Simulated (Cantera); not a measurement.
## Calcination and drying: CaCO3 + CO2 + O2

Charge: 1 mol CaCO3, 3.9 mol CO2, a varied amount of O2, at 1675 K and 1000 Pa.

Cantera equilibrium calculation (NASA polynomials, part measured and part estimated; ideal gas, pure solids and liquids). Candidate condensed phases: C, Ca, CaCO3, CaO; 15 gas species. Rates play no part.

```
n(O2) (mol)  log p CO2  log p O2  log p CO  log p O  n CaO(s)
-----------  ---------  --------  --------  -------  --------
0.13             -2.01     -3.56     -4.52    -6.25      1.00
0.24             -2.02     -3.32     -4.65    -6.13      1.00
0.42             -2.04     -3.10     -4.78    -6.02      1.00
0.73             -2.06     -2.89     -4.91    -5.91      1.00
1.3              -2.10     -2.68     -5.06    -5.81      1.00
2.3              -2.17     -2.50     -5.21    -5.71      1.00
4                -2.26     -2.35     -5.38    -5.64      1.00
7                -2.39     -2.23     -5.56    -5.58      1.00
```
log p: log10 of the partial pressure in bar; n: condensed amount in mol.

From 0.13 mol O2 to 7 mol O2 the condensed part is CaO(s).
